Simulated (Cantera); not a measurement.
Input (Python, Cantera):

```python
import numpy as np
import cantera as ct

gas = ct.Solution("h2o2.yaml")
gas.TPX = 1200, 13332, {'H2': 0.48, 'O2': 1, 'N2': 19}
reactor = ct.IdealGasConstPressureReactor(gas, energy="off", clone=False)
net = ct.ReactorNet([reactor])
net.rtol, net.atol = 1e-08, 1e-18
show = ['H2', 'O2', 'H', 'H2O2', 'OH', 'O', 'HO2']
times = np.geomspace(1e-05, 5, 10)

steps = ct.SolutionArray(gas, extra=["t"])
rows = []
print(f"{'t/s':>10s}{'T/K':>9s}{'P/Pa':>11s}" + "".join(f"{s:>11s}" for s in show))
for t in times:
    while net.time < t:
        t_next = net.step()
        steps.append(gas.state, t=t_next)
    rows.append([np.interp(t, steps.t, y) for y in (steps.T, steps.P, *steps(*show).X.T)])
    print(f"{t:10.3e}{rows[-1][0]:9.1f}{rows[-1][1]:11.4g}" + "".join(f"{x:11.3e}" for x in rows[-1][2:]))
rate = np.gradient(steps.T, steps.t)
print("integrator steps:", len(steps.t))
if steps.T.max() > steps.T[0] + 200:
    print(f"time of steepest temperature rise: {steps.t[rate.argmax()]:.4e} s")
gas.TPX = 1200, 13332, {'H2': 0.48, 'O2': 1, 'N2': 19}
gas.equilibrate("TP")
print(f"equilibrium (TP): T = {gas.T:.1f} K  " + "  ".join(f"{s} {gas[s].X[0]:.3e}" for s in show))
```

Result:

```
       t/s      T/K       P/Pa         H2         O2          H       H2O2         OH          O        HO2
 1.000e-05   1200.0  1.333e+04  2.344e-02  4.883e-02  1.006e-10  9.977e-15  5.056e-12  5.630e-12  1.053e-10
 4.298e-05   1200.0  1.333e+04  2.344e-02  4.883e-02  4.346e-10  1.833e-13  6.069e-11  8.466e-11  4.546e-10
 1.847e-04   1200.0  1.333e+04  2.344e-02  4.883e-02  4.152e-09  3.344e-12  8.998e-10  1.535e-09  2.029e-09
 7.937e-04   1200.0  1.333e+04  2.343e-02  4.882e-02  4.841e-06  2.804e-10  1.103e-06  1.923e-06  1.496e-07
 3.411e-03   1200.0  1.333e+04  1.206e-03  3.712e-02  5.190e-03  1.557e-07  8.245e-04  3.752e-03  2.128e-06
 1.466e-02   1200.0  1.333e+04  1.914e-04  3.735e-02  2.667e-04  1.546e-07  3.121e-04  5.133e-04  1.591e-06
 6.300e-02   1200.0  1.333e+04  8.513e-06  3.753e-02  2.418e-06  3.208e-08  6.458e-05  2.263e-05  3.077e-07
 2.707e-01   1200.0  1.333e+04  6.337e-07  3.754e-02  5.578e-08  4.293e-09  1.849e-05  1.836e-06  3.371e-08
 1.163e+00   1200.0  1.333e+04  8.972e-08  3.755e-02  3.230e-09  7.497e-10  7.156e-06  2.755e-07  5.426e-09
 5.000e+00   1200.0  1.333e+04  1.773e-08  3.755e-02  2.950e-10  1.611e-10  3.218e-06  5.585e-08  1.482e-09
integrator steps: 1803
equilibrium (TP): T = 1200.0 K  H2 4.287e-09  O2 3.755e-02  H 3.562e-11  H2O2 4.020e-11  OH 1.574e-06  O 1.339e-08  HO2 1.085e-09
```

Cantera simulation using the H2/O2 subset of GRI-Mech 3.0, which has no nitrogen chemistry; the numbers are that mechanism's predictions, not measurements.
